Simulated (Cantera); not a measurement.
A perfectly stirred reactor is fed with NH₃ : H₂ = 1 : 0.18 (molar parts), at 750 Torr; it is held at 1648 K, and followed from long to short residence time.

Computed with Cantera and the gas-phase N/H chemistry of the illustrative SiF4/NH3 mechanism in the Surface Chemkin manual (1991). Walls and surfaces, which speed up NH3 decomposition in real reactors, are not modelled.

What does this change do: H2 0.18 to 0.08 parts?


| quantity | before | after |
|---|---|---|
| x(NH₃) at τ = 1.60 s | 0.558 | 0.593 |
| x(H₂) at τ = 1.60 s | 0.363 | 0.320 |
| x(N₂H₂) at τ = 1.60 s | 3.58e-7 | 4.07e-7 |
| x(H) at τ = 1.60 s | 2.49e-5 | 2.18e-5 |
| x(NH₂) at τ = 1.60 s | 9.40e-5 | 9.90e-5 |
| x(NH₃) at τ = 12.0 ms | 0.844 | 0.921 |
| x(H₂) at τ = 12.0 ms | 0.155 | 0.0773 |
| x(N₂H₂) at τ = 12.0 ms | 7.46e-7 | 9.17e-7 |
| x(H) at τ = 12.0 ms | 9.35e-6 | 4.62e-6 |
| x(NH₂) at τ = 12.0 ms | 0.000125 | 0.000135 |

What does this change do: pressure from 750 Torr to 240 Torr?


```
quantity                  before     after
----------------------  --------  --------
x(NH₃) at τ = 1.60 s       0.558     0.682
x(H₂) at τ = 1.60 s        0.363     0.273
x(N₂H₂) at τ = 1.60 s    3.58e-7   6.92e-7
x(H) at τ = 1.60 s       2.49e-5   2.04e-5
x(NH₂) at τ = 1.60 s     9.40e-5  0.000125
x(NH₃) at τ = 12.0 ms      0.844     0.846
x(H₂) at τ = 12.0 ms       0.155     0.154
x(N₂H₂) at τ = 12.0 ms   7.46e-7   8.33e-7
x(H) at τ = 12.0 ms      9.35e-6   9.74e-6
x(NH₂) at τ = 12.0 ms   0.000125  0.000131
```
